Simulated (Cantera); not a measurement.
Charge: 1 mol SiHCl3, 10 mol NH3, 4.4 mol N2, at 17.0 mbar.

Equilibrium computed with Cantera from the NASA thermochemical tables; the gas is ideal and each condensed phase is pure. Candidate condensed phases: NH4Cl, Si, Si3N4; 28 gas species. Kinetics and transport are ignored.

Question: At 925 °C, list the 5 most abundant gas species with their mole fractions, and the condensed phases.

Answer: H2 0.544, N2 0.339, HCl 0.116, SiCl4 5.13e-5, SiCl2 1.63e-5. Condensed: Si3N4(s).
